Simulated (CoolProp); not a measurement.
R21 along the isotherm 199.85 °C: density (kg/m³) from the reference equation and from simpler models built on Tc = 179.6 °C, pc = 5.289 MPa, ω = 0.206; each cubic takes its own stable root.

Computed with CoolProp (reference Helmholtz-energy equation of state, Platzer 1990). This equation is an older, rougher fit; its heat capacities, sound speeds and derivatives of the liquid may be far off and weren't checked against measurements.

| p (MPa) | phase | reference | van der Waals | Redlich-Kwong | Peng-Robinson |
|---|---|---|---|---|---|
| 6.61 | supercritical | 432.2 | 461.0 | 436.3 | 420.4 |
| 13.2 | supercritical | 893.9 | 673.5 | 805.5 | 874.0 |
| 19.8 | supercritical | 980.1 | 738.2 | 910.3 | 998.3 |
| 26.4 | supercritical | ___ | 779.1 | 977.4 | 1076 |
| 33.1 | supercritical | 1071 | 809.5 | ___ | ___ |
| 39.7 | supercritical | 1101 | 833.1 | 1068 | 1179 |
| 46.3 | supercritical | 1126 | 852.6 | 1101 | 1217 |
| 52.9 | supercritical | 1148 | ___ | 1129 | 1248 |

### Question
Complete the blanks.

### Answer

- 26.4, reference: 1032
- 33.1, Redlich-Kwong: 1028
- 33.1, Peng-Robinson: 1134
- 52.9, van der Waals: 869.0
